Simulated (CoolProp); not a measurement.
R115 along the isobar 1.56 MPa: fugacity coefficient from the reference equation and from simpler models built on Tc = 353.1 K, pc = 3.129 MPa, ω = 0.248; each cubic takes its own stable root.

Computed with CoolProp (reference Helmholtz-energy equation of state, Lemmon 2016).

```tsv
T (K)	phase	reference
324.3	gas	0.7834
336.9	gas	0.8106
349.4	gas	0.8329
362	gas	0.8519
374.5	gas	0.8681
387.1	gas	0.8822
399.6	gas	0.8945
412.2	gas	0.9053
424.7	gas	0.9149
437.3	gas	0.9234
449.8	gas	0.9310
462.4	gas	0.9378
474.9	gas	0.9439
487.5	gas	0.9494
500	gas	0.9544
```

Problem. How far does each simpler model (van der Waals, Redlich-Kwong, Peng-Robinson) lie from the reference over these 15 states: mean and median of the absolute difference, and the worst?

Solution. 
- van der Waals: mean 1.4 %, median 1.2 %, worst +4.5 % at 324.3 K and 1.56 MPa
- Redlich-Kwong: mean 0.9 %, median 1.1 %, worst -1.2 % at 487.5 K and 1.56 MPa
- Peng-Robinson: mean 1.7 %, median 1.6 %, worst -2.5 % at 336.9 K and 1.56 MPa
